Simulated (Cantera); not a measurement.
Input: 1 mol Fe3O4, 0.68 mol C, 0.039 mol CO, held at 1850 °C and 20.0 Pa.

Equilibrium computed with Cantera from the NASA thermochemical tables; the gas is ideal and each condensed phase is pure. The tables' stoichiometric FeO is somewhat more stable than real wüstite, so its field is too wide. FeO: taken at fixed stoichiometry. Equilibrium is a limit: real reactors are often held back by kinetics, nucleation or transport.

```csv
species,before,after
CO,0.124,0.555
CO2,0.195,0.445
Fe,0.401,0.000156
O2,0.151,7.71e-6
O,0.0449,4.50e-6
FeO,0.0838,1.65e-5
"FeO(l), mol",1.91,3.00
```
Gas species are given as mole fractions.

Name the change that produced these shifts.
A. Fe3O4 replaced by Fe2O3
B. pressure from 20.0 Pa to 2800 Pa
C. pressure from 20.0 Pa to 101000 Pa
D. pressure from 20.0 Pa to 13300 Pa

C, pressure from 20.0 Pa to 101000 Pa
